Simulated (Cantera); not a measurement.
## Equilibrium for calcination and drying: MgSO4 + H2 + H2O + CO2

A closed system holds: 1 mol MgSO4, 2.4 mol H2, 1.3 mol H2O, 9.2 mol CO2, at 1900 K.

These are equilibrium values from Cantera (NASA tables, ideal gas, pure condensed phases), not measurements of a reactor. Candidate condensed phases: C, C6H6, C7H8, C8H18, H2O, H2SO4, Mg, MgCO3, MgO, Mg(OH)2, MgS, MgSO4, S; 130 gas species. Kinetics and transport are ignored.

From 10.0 Pa to 1000000 Pa the condensed part is MgO(s). The main Mg-bearing gas is Mg at 10.0 Pa and Mg(OH)2 at 1000000 Pa.

```csv
P (Pa),log p CO2,log p H2O,log p CO,log p SO2,log p O2,log p H2,log p OH,log p H,n MgO(s)
10,-4.32,-4.65,-4.84,-5.18,-5.49,-5.79,-5.94,-6.00,0.964
68,-3.43,-3.78,-4.13,-4.33,-5.13,-5.10,-5.42,-5.65,0.996
460,-2.59,-2.93,-3.36,-3.49,-4.97,-4.33,-4.95,-5.27,0.999
3200,-1.74,-2.09,-2.54,-2.65,-4.93,-3.51,-4.52,-4.86,1.000
22000,-0.90,-1.25,-1.70,-1.81,-4.92,-2.68,-4.10,-4.44,1.000
150000,-0.07,-0.41,-0.87,-0.97,-4.91,-1.84,-3.68,-4.02,1.000
1000000,0.76,0.41,-0.05,-0.15,-4.89,-1.03,-3.26,-3.61,1.000
```
log p: log10 of the partial pressure in bar; n: condensed amount in mol.
